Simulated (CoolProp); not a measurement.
The fluid at 293.15 K and 0.0144 MPa is compressed adiabatically to 0.0298 MPa with isentropic efficiency 0.6. The same conditions are run with several fluids, on thermodynamics alone (safety and materials aside).

The numbers come from the reference Helmholtz-energy equation of state of each fluid (cyclopentane: Gedanitz 2015; dry air: Lemmon 2000; R245ca: Zhou 2016; CF4 (R14): Platzer 1990; vinyl chloride: Thol 2022) in CoolProp. The equations of Platzer and Polt are older, rougher fits. Blends and air are pseudo-pure fits.

```tsv
fluid	work (kJ/kg)	final temperature (K)	final density (kg/m³)
cyclopentane	43.3	?	0.773
dry air	113	405.6	0.256
R245ca	22.4	318.2	1.52
CF4 (R14)	?	342.0	?
vinyl chloride	49.8	?	0.645
```

Q: Complete the blanks.

A: 
- cyclopentane, final temperature (K): 328.1
- CF4 (R14), work (kJ/kg): 35.2
- CF4 (R14), final density (kg/m³): 0.923
- vinyl chloride, final temperature (K): 348.6
